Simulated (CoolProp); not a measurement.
Vapour-liquid equilibrium of R22 (1) + R113 (2) at 1.25 °C; x and y are mole fractions of (1).

Model: multi-fluid Helmholtz-energy mixture model, Kamei 1995 and Marx 1992; pair parameters Bell 2016, in CoolProp.

```
x      bubble pressure (bar)  y at the bubble point  dew pressure at overall composition x (bar)  liquid density (mol/L)
-----  ---------------------  ---------------------  -------------------------------------------  ----------------------
0.05                  0.4551                  0.661                                       0.1680                   8.837
0.125                 0.9139                  0.841                                       0.1822                   9.147
0.2                    1.373                  0.901                                       0.1989                   9.475
0.275                  1.815                  0.930                                       0.2190                   9.821
0.35                   2.231                  0.947                                       0.2436                   10.19
0.425                  2.616                  0.958                                       0.2743                   10.58
0.5                    2.970                  0.966                                       0.3140                   11.00
0.575                  3.300                  0.973                                       0.3671                   11.44
0.65                   3.613                  0.978                                       0.4417                   11.92
0.725                  3.920                  0.983                                       0.5543                   12.44
0.8                    4.232                  0.987                                       0.7439                   13.00
0.875                  4.562                  0.992                                        1.130                   13.61
0.95                   4.922                  0.996                                        2.321                   14.28
```

No azeotrope shows between x = 0.05 and 0.95.

The pair parameters rest on a limited set of measurements; away from them the model extrapolates.
